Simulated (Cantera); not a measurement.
# Transport properties of process gases

Gas mixture: 10.2 % C2H4, 9.84 % CH4, 79.9 % C2H6, at 2.86 atm, frozen composition.

Cantera's kinetic-theory transport with the Lennard-Jones parameters of GRI-Mech 3.0, ideal gas; thermal conductivity in the multicomponent form. The composition is frozen, though it would react at the higher temperatures.

```json
[
 {"T (K)": "400", "ρ (kg/m³)": "2.48", "cp (J/kg/K)": "2157", "μ (µPa s)": "12.6", "λ (mW/m/K)": "36.4", "Pr": "0.746", "D (cm²/s) OH": "0.137", "D (cm²/s) H2": "0.339", "D (cm²/s) N2": "0.0911"},
 {"T (K)": "600", "ρ (kg/m³)": "1.66", "cp (J/kg/K)": "2945", "μ (µPa s)": "17.8", "λ (mW/m/K)": "69.9", "Pr": "0.749", "D (cm²/s) OH": "0.277", "D (cm²/s) H2": "0.678", "D (cm²/s) N2": "0.186"},
 {"T (K)": "800", "ρ (kg/m³)": "1.24", "cp (J/kg/K)": "3552", "μ (µPa s)": "22.2", "λ (mW/m/K)": "105", "Pr": "0.749", "D (cm²/s) OH": "0.453", "D (cm²/s) H2": "1.10", "D (cm²/s) N2": "0.305"},
 {"T (K)": "1000", "ρ (kg/m³)": "0.993", "cp (J/kg/K)": "4035", "μ (µPa s)": "26.2", "λ (mW/m/K)": "141", "Pr": "0.748", "D (cm²/s) OH": "0.661", "D (cm²/s) H2": "1.60", "D (cm²/s) N2": "0.445"},
 {"T (K)": "1200", "ρ (kg/m³)": "0.828", "cp (J/kg/K)": "4400", "μ (µPa s)": "29.8", "λ (mW/m/K)": "176", "Pr": "0.747", "D (cm²/s) OH": "0.897", "D (cm²/s) H2": "2.16", "D (cm²/s) N2": "0.605"},
 {"T (K)": "1400", "ρ (kg/m³)": "0.710", "cp (J/kg/K)": "4685", "μ (µPa s)": "33.1", "λ (mW/m/K)": "208", "Pr": "0.745", "D (cm²/s) OH": "1.16", "D (cm²/s) H2": "2.79", "D (cm²/s) N2": "0.783"},
 {"T (K)": "1600", "ρ (kg/m³)": "0.621", "cp (J/kg/K)": "4906", "μ (µPa s)": "36.3", "λ (mW/m/K)": "239", "Pr": "0.744", "D (cm²/s) OH": "1.45", "D (cm²/s) H2": "3.48", "D (cm²/s) N2": "0.979"},
 {"T (K)": "1800", "ρ (kg/m³)": "0.552", "cp (J/kg/K)": "5077", "μ (µPa s)": "39.2", "λ (mW/m/K)": "268", "Pr": "0.743", "D (cm²/s) OH": "1.76", "D (cm²/s) H2": "4.24", "D (cm²/s) N2": "1.19"},
 {"T (K)": "2000", "ρ (kg/m³)": "0.497", "cp (J/kg/K)": "5208", "μ (µPa s)": "42.1", "λ (mW/m/K)": "295", "Pr": "0.742", "D (cm²/s) OH": "2.10", "D (cm²/s) H2": "5.04", "D (cm²/s) N2": "1.42"}
]
```
D: mixture-averaged diffusion coefficient of that species in the mixture.
